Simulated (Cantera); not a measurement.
Mixture: H2 : O2 : N2 = 2 : 0.505 : 1.9 (molar parts), at 0.360 bar, adiabatic and at constant pressure. Ignition delay is the time to a rise of 400 K.

Computed with Cantera and GRI-Mech 3.0 (53 species, 325 reactions). Where the delays flatten at high temperature, the 400 K rule measures the pace of heat release, not the induction time.

Task: Predict: delay at 1000 K; delay at 1075 K; delay at 1150 K; delay at 1225 K; delay at 1300 K; delay at 1375 K; delay at 1450 K.

Result: 
```
Item                Value
---------------  --------
delay at 1000 K  0.555 ms
delay at 1075 K  0.302 ms
delay at 1150 K  0.194 ms
delay at 1225 K  0.139 ms
delay at 1300 K  0.109 ms
delay at 1375 K   93.6 µs
delay at 1450 K   85.9 µs
```
